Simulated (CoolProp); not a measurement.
A single-stage vapour-compression cycle with the fluid: evaporating at 276.15 K (dew point), condensing at 327.15 K (bubble point), superheat 0 K, subcooling 8 K, compressor efficiency 0.9, no pressure losses. The same conditions are run with several fluids, on thermodynamics alone (safety and materials aside).

The numbers come from the reference Helmholtz-energy equation of state of each fluid (R125: Lemmon 2005; n-perfluoropentane: Gao 2022; R152A: Outcalt 1996; R236EA: Rui 2013; R1132(E): Akasaka 2024; trans-2-butene: Lemmon 2005) in CoolProp.

Rank R125, n-perfluoropentane, R152A, R236EA, R1132(E), trans-2-butene by cooling COP, highest first.

trans-2-butene (4.19), R152A (4.08), R236EA (3.96), R1132(E) (3.62), n-perfluoropentane (3.50), R125 (3.20)

```csv
fluid,pressure ratio,discharge temperature (K),refrigerating effect (kJ/kg),volumetric capacity (kJ/m³)
R125,3.77,333.2,71.4,3300
n-perfluoropentane,6.70,327.2,52.9,235
R152A,4.43,345.5,226,2100
R236EA,5.75,327.1,113,691
R1132(E),3.68,349.5,166,4880
trans-2-butene,4.88,330.9,303,850
```

The compression ends wet for: n-perfluoropentane; R236EA.
